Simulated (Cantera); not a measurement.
Feed: 1 mol CCl4, 0.36 mol H2, equilibrated at 602 °C.

Method: chemical equilibrium by Gibbs-energy minimisation in Cantera with the NASA 1993 tables (ideal gas, pure condensed phases). Candidate condensed phases: C, C6H6, C7H8, C8H18; 91 gas species. Gases not in the tables: chlorinated aromatics. The numbers say what is thermodynamically allowed, not how fast it happens.

At 10.0 mbar, list the 4 most abundant gas species with their mole fractions, and the condensed phases.

Cl2 0.694, HCl 0.305, Cl 0.000384, CCl4 0.000155. Condensed: C(graphite).
